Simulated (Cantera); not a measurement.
Input: 1 mol SiH4, 2.9 mol O2, 44 mol H2, 2.9 mol CO2, held at 3.75 Torr.

Cantera equilibrium calculation (NASA polynomials, part measured and part estimated; ideal gas, pure solids and liquids). Candidate condensed phases: C, C6H6, C7H8, C8H18, H2O, Si, SiC, SiO2; 123 gas species. The tables hold silica as quartz up to 1696 K and as liquid above; real silica turns to tridymite and cristobalite and melts near 1996 K. Equilibrium is a limit: real reactors are often held back by kinetics, nucleation or transport.

Question: Which condensed phases are stable at each of these points (T (K)): 748, 848, 948, 1048, 1148, 1248, 1348, 1448, 1548, 1648, 1748, 1848?

Answer: 
```json
[
 {"T (K)": "748", "condensed phases": "SiO2(α-quartz)", "Si condensed (%)": "100.0"},
 {"T (K)": "848", "condensed phases": "SiO2(β-quartz)", "Si condensed (%)": "100.0"},
 {"T (K)": "948", "condensed phases": "SiO2(β-quartz)", "Si condensed (%)": "100.0"},
 {"T (K)": "1048", "condensed phases": "SiO2(β-quartz)", "Si condensed (%)": "100.0"},
 {"T (K)": "1148", "condensed phases": "SiO2(β-quartz)", "Si condensed (%)": "100.0"},
 {"T (K)": "1248", "condensed phases": "SiO2(β-quartz)", "Si condensed (%)": "100.0"},
 {"T (K)": "1348", "condensed phases": "SiO2(β-quartz)", "Si condensed (%)": "100.0"},
 {"T (K)": "1448", "condensed phases": "SiO2(β-quartz)", "Si condensed (%)": "100.0"},
 {"T (K)": "1548", "condensed phases": "SiO2(β-quartz)", "Si condensed (%)": "100.0"},
 {"T (K)": "1648", "condensed phases": "SiO2(β-quartz)", "Si condensed (%)": "99.5"},
 {"T (K)": "1748", "condensed phases": "SiO2(condensed)", "Si condensed (%)": "95.5"},
 {"T (K)": "1848", "condensed phases": "SiO2(condensed)", "Si condensed (%)": "69.5"}
]
```

At 748 K the condensed part is SiO2(α-quartz). From 848 K to 1648 K the condensed part is SiO2(β-quartz). From 1748 K to 1848 K the condensed part is SiO2(condensed).
